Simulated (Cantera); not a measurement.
Thermodynamics of carbothermic reduction, feed Fe3O4 + C + H2

Feed: 1 mol Fe3O4, a varied amount of C, 5.8 mol H2, held at 13.0 Pa.

Method: chemical equilibrium by Gibbs-energy minimisation in Cantera with the NASA 1993 tables (ideal gas, pure condensed phases). Candidate condensed phases: C, C6H6, C7H8, C8H18, Fe, Fe(CO)5, FeO, Fe(OH)2, Fe(OH)3, Fe2O3, Fe3O4, H2O; 114 gas species. Iron dissolves carbon and melts from about 1420 K in contact with it, which pure phases cannot show. Mutual solubility and eutectic melting of coexisting phases are not modelled. The tables' stoichiometric FeO is somewhat more stable than real wüstite, so its field is too wide. FeO: taken at fixed stoichiometry. Condensed phases not in the tables: cementite and carbon dissolved in iron. Equilibrium is a limit: real reactors are often held back by kinetics, nucleation or transport.

Problem. Map the stable condensed phases over T = 923, 973, 1023, 1073, 1123, 1173, 1223, 1273, 1323, 1373, 1423, 1473, 1523, 1573 K and n(C) in mol = 0.31, 0.65, 0.99, 1.3, 1.7, 2, 2.4, 2.7, 3.1, 3.4, 3.7, 4.1, 4.4.

Solution. 
```
T in K \ n(C) in mol
         0.31 0.65 0.99  1.3  1.7    2  2.4  2.7  3.1  3.4  3.7  4.1  4.4
   1573     A    A    A    A    A    B    B    B    B    B    B    C    C
   1523     A    A    A    A    A    B    B    B    B    B    B    C    C
   1473     A    A    A    A    A    A    B    B    B    B    B    C    C
   1423     A    A    A    A    A    A    B    B    B    B    B    C    C
   1373     A    A    A    A    A    A    B    B    B    B    B    C    C
   1323     A    A    A    A    A    A    B    B    B    B    B    C    C
   1273     A    A    A    A    A    A    B    B    B    B    B    C    C
   1223     A    A    A    A    A    A    B    B    B    B    B    C    C
   1173     A    A    A    A    A    A    B    B    B    B    B    C    C
   1123     A    A    A    A    A    A    A    B    B    B    B    C    C
   1073     A    A    A    A    A    A    A    B    B    B    B    C    C
   1023     A    A    A    A    A    A    A    B    B    B    B    C    C
    973     A    A    A    A    A    A    A    B    B    B    B    C    C
    923     A    A    A    A    A    A    A    B    B    B    B    C    C
```
A: Fe + FeO; B: Fe; C: C + Fe.
